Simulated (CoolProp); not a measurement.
R236FA along the isotherm 400 K: fugacity coefficient from the reference equation and from simpler models built on Tc = 398.1 K, pc = 3191 kPa, ω = 0.377; each cubic takes its own stable root.

Computed with CoolProp (reference Helmholtz-energy equation of state, Pan 2012).

```csv
p (kPa),phase,reference,van der Waals,Redlich-Kwong,Soave-Redlich-Kwong,Peng-Robinson
25.2,gas,0.9973,0.9977,0.9973,0.9974,0.9971
44.9,gas,0.9952,0.9959,0.9953,0.9953,0.9948
79.8,gas,0.9915,0.9927,0.9916,0.9916,0.9907
142,gas,0.9848,0.9870,0.9851,0.9851,0.9835
252,gas,0.9731,0.9769,0.9736,0.9737,0.9707
449,gas,0.9523,0.9588,0.9531,0.9533,0.9482
798,gas,0.9157,0.9270,0.9172,0.9175,0.9089
1420,gas,0.8515,0.8703,0.8541,0.8546,0.8406
2520,gas,0.7384,0.7683,0.7434,0.7443,0.7234
4490,supercritical,0.5122,0.5559,0.5260,0.5285,0.5060
7980,supercritical,0.3402,0.3970,0.3598,0.3618,0.3398
```
